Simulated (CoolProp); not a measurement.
Vapour-liquid equilibrium of toluene (1) + n-nonane (2) at 0.0721 bar; x and y are mole fractions of (1).

Computed with CoolProp (multi-fluid Helmholtz-energy mixture model, Lemmon 2006 and Lemmon 2006; pair parameters Bell 2016).

```json
[
 {"x": "0.05", "bubble temperature (K)": "341.1", "y at the bubble point": "0.239", "dew temperature at overall composition x (K)": "345.2", "liquid density (mol/L)": "5.414"},
 {"x": "0.15", "bubble temperature (K)": "(withheld)", "y at the bubble point": "0.523", "dew temperature at overall composition x (K)": "343.1", "liquid density (mol/L)": "5.707"},
 {"x": "0.25", "bubble temperature (K)": "327.8", "y at the bubble point": "0.673", "dew temperature at overall composition x (K)": "340.9", "liquid density (mol/L)": "6.009"},
 {"x": "0.35", "bubble temperature (K)": "323.9", "y at the bubble point": "0.763", "dew temperature at overall composition x (K)": "338.4", "liquid density (mol/L)": "6.327"},
 {"x": "0.45", "bubble temperature (K)": "320.9", "y at the bubble point": "0.822", "dew temperature at overall composition x (K)": "335.6", "liquid density (mol/L)": "6.667"},
 {"x": "0.55", "bubble temperature (K)": "318.5", "y at the bubble point": "0.864", "dew temperature at overall composition x (K)": "332.4", "liquid density (mol/L)": "7.035"},
 {"x": "0.65", "bubble temperature (K)": "(withheld)", "y at the bubble point": "(withheld)", "dew temperature at overall composition x (K)": "328.8", "liquid density (mol/L)": "7.438"},
 {"x": "0.75", "bubble temperature (K)": "314.9", "y at the bubble point": "0.927", "dew temperature at overall composition x (K)": "324.5", "liquid density (mol/L)": "7.881"},
 {"x": "0.85", "bubble temperature (K)": "313.4", "y at the bubble point": "0.955", "dew temperature at overall composition x (K)": "319.3", "liquid density (mol/L)": "8.374"},
 {"x": "0.95", "bubble temperature (K)": "311.9", "y at the bubble point": "0.984", "dew temperature at overall composition x (K)": "313.7", "liquid density (mol/L)": "8.924"}
]
```

Complete the blanks.


- 0.15, bubble temperature (K): 333.3
- 0.65, bubble temperature (K): 316.6
- 0.65, y at the bubble point: 0.898

No azeotrope shows between x = 0.05 and 0.95.

The pair parameters rest on a limited set of measurements; away from them the model extrapolates.
